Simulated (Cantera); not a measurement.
Input (Python, Cantera):

```python
import numpy as np
import cantera as ct

gas = ct.Solution("gri30.yaml")
gas.TPX = 1100, 2500, {'N2O': 1, 'H2': 0.015, 'N2': 0.71}
reactor = ct.IdealGasConstPressureReactor(gas, energy="off", clone=False)
net = ct.ReactorNet([reactor])
net.rtol, net.atol = 1e-08, 1e-18
show = ['N2O', 'H2', 'H2O2', 'O2', 'N2', 'NO', 'OH']
times = np.geomspace(6e-05, 40, 15)

steps = ct.SolutionArray(gas, extra=["t"])
rows = []
print(f"{'t/s':>10s}{'T/K':>9s}{'P/Pa':>11s}" + "".join(f"{s:>11s}" for s in show))
for t in times:
    while net.time < t:
        t_next = net.step()
        steps.append(gas.state, t=t_next)
    rows.append([np.interp(t, steps.t, y) for y in (steps.T, steps.P, *steps(*show).X.T)])
    print(f"{t:10.3e}{rows[-1][0]:9.1f}{rows[-1][1]:11.4g}" + "".join(f"{x:11.3e}" for x in rows[-1][2:]))
rate = np.gradient(steps.T, steps.t)
print("integrator steps:", len(steps.t))
if steps.T.max() > steps.T[0] + 200:
    print(f"time of steepest temperature rise: {steps.t[rate.argmax()]:.4e} s")
gas.TPX = 1100, 2500, {'N2O': 1, 'H2': 0.015, 'N2': 0.71}
gas.equilibrate("TP")
print(f"equilibrium (TP): T = {gas.T:.1f} K  " + "  ".join(f"{s} {gas[s].X[0]:.3e}" for s in show))
```

Output:

```
       t/s      T/K       P/Pa        N2O         H2       H2O2         O2         N2         NO         OH
 6.000e-05   1100.0       2500  5.797e-01  8.696e-03  2.929e-18  1.537e-09  4.116e-01  2.272e-10  9.225e-10
 1.564e-04   1100.0       2500  5.797e-01  8.696e-03  1.372e-16  9.635e-09  4.116e-01  1.443e-09  6.331e-09
 4.075e-04   1100.0       2500  5.797e-01  8.696e-03  6.200e-15  5.416e-08  4.116e-01  8.356e-09  3.882e-08
 1.062e-03   1100.0       2500  5.797e-01  8.695e-03  2.357e-13  2.447e-07  4.116e-01  4.058e-08  1.820e-07
 2.768e-03   1100.0       2500  5.797e-01  8.692e-03  6.703e-12  8.356e-07  4.116e-01  1.653e-07  6.070e-07
 7.213e-03   1100.0       2500  5.797e-01  8.671e-03  1.437e-10  2.404e-06  4.116e-01  6.648e-07  1.577e-06
 1.880e-02   1100.0       2500  5.795e-01  8.545e-03  2.516e-09  6.605e-06  4.118e-01  2.813e-06  3.433e-06
 4.899e-02   1100.0       2500  5.789e-01  7.928e-03  2.176e-08  1.925e-05  4.124e-01  1.056e-05  6.392e-06
 1.277e-01   1100.0       2500  5.768e-01  5.944e-03  4.016e-08  5.880e-05  4.144e-01  2.768e-05  7.846e-06
 3.327e-01   1100.0       2500  5.734e-01  2.909e-03  3.874e-08  1.671e-04  4.177e-01  5.206e-05  6.409e-06
 8.671e-01   1100.0       2500  5.705e-01  7.876e-04  1.842e-08  4.538e-04  4.202e-01  8.946e-05  4.019e-06
 2.260e+00   1100.0       2500  5.677e-01  9.982e-05  4.234e-09  1.201e-03  4.222e-01  1.699e-04  2.464e-06
 5.889e+00   1100.0       2500  5.623e-01  1.702e-06  1.360e-09  3.137e-03  4.255e-01  3.884e-04  2.283e-06
 1.535e+01   1100.0       2500  5.486e-01  3.371e-09  5.153e-10  8.093e-03  4.335e-01  1.007e-03  2.648e-06
 4.000e+01   1100.0       2500  5.150e-01  2.768e-09  2.540e-10  2.035e-02  4.534e-01  2.589e-03  2.940e-06
integrator steps: 1476
equilibrium (TP): T = 1100.0 K  N2O 1.022e-09  H2 1.204e-10  H2O2 4.554e-12  O2 2.221e-01  N2 7.711e-01  NO 8.695e-05  OH 4.524e-07
```

Detailed kinetics in Cantera: GRI-Mech 3.0 (53 species, 325 reactions). GRI-Mech 3.0 was tuned for natural gas; its chemistry of N2O as a main component is partial and can be far from experiment. Radical loss at walls, strong at low pressure, is not modelled. The mechanism lacks the step 2 NO + O2 → 2 NO2, which can matter for NO2 below about 1400 K. The temperature is held fixed by assumption; the heat of reaction is taken as removed at once.
